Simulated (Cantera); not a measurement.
What does this Cantera script print?

```python
import numpy as np
import cantera as ct

gas_names = """
    CL CL2 N N2 Si SiCL SiCL2 SiCL3 SiCL4 SiN Si2 Si2N Si3
""".split()
cond_names = """
    Si(cr) Si(L) Si3N4(a)
""".split()


# ... load() reads the species with a 1 bar reference pressure and builds the phases ...
atoms = {
    'Si3N4': {'Si': 3, 'N': 4},
    'Cl2': {'CL': 2},
}
top_T = {'Si3N4(a)': 2400}  # K; cautious upper limits of use, not melting points


# ... equilibrate(T, P, feed) seeds the gas with the atoms and calls Mixture.equilibrate('TP', solver="vcs", rtol=1e-11, max_steps=5000) ...
results = []
feed = {'Si3N4': 1, 'Cl2': 3.2}  # mol
P = 69000  # Pa
for T in [748, 798, 848, 898, 948, 998, 1048, 1098, 1148, 1198, 1248, 1298, 1348]:
    mix = equilibrate(T, P, feed)
    results.append((T, P, feed, dict(zip(mix.species_names, mix.species_moles))))

top = {s: max(r[3][s] / sum(r[3][g] for g in gas_names) for r in results) for s in gas_names}
cols = sorted((s for s in top if top[s] > 1e-06), key=lambda s: -top[s])[:5]
seen = [c for c in cond_names if any(r[3].get(c, 0) > 1e-12 for r in results)]
print("log10 of partial pressures in bar; condensed amounts in mol")
print(f"{'T/K':>10s}" + "".join(f"{s[:9]:>10s}" for s in cols + seen))
for T, P, feed, n in results:
    ng = sum(n[g] for g in gas_names)
    print(f"{T:10.4g}" + "".join(f"{np.log10(max(n[s] / ng * P / 1e5, 1e-99)):10.3f}" for s in cols)
          + "".join(f"{n.get(c, 0):10.4g}" for c in seen))
```

Result:

```
log10 of partial pressures in bar; condensed amounts in mol
       T/K     SiCL4        N2     SiCL3     SiCL2        CL  Si3N4(a)
       748    -0.383    -0.559    -7.176   -11.693   -12.721    0.4667
       798    -0.383    -0.559    -6.443   -10.449   -11.731    0.4667
       848    -0.383    -0.559    -5.797    -9.353   -10.857    0.4667
       898    -0.383    -0.559    -5.225    -8.382   -10.080    0.4667
       948    -0.383    -0.559    -4.713    -7.514    -9.384    0.4667
       998    -0.383    -0.559    -4.254    -6.735    -8.757    0.4666
      1048    -0.383    -0.559    -3.839    -6.031    -8.190    0.4666
      1098    -0.383    -0.559    -3.462    -5.393    -7.674    0.4666
      1148    -0.384    -0.559    -3.119    -4.812    -7.203    0.4664
      1198    -0.385    -0.559    -2.806    -4.280    -6.771    0.4661
      1248    -0.386    -0.559    -2.519    -3.793    -6.374    0.4656
      1298    -0.389    -0.559    -2.256    -3.345    -6.007    0.4646
      1348    -0.395    -0.559    -2.014    -2.933    -5.667    0.4628
```

Cantera equilibrium calculation (NASA polynomials, part measured and part estimated; ideal gas, pure solids and liquids). The tables' values for SiCl3 are old estimates; treat these amounts as uncertain.
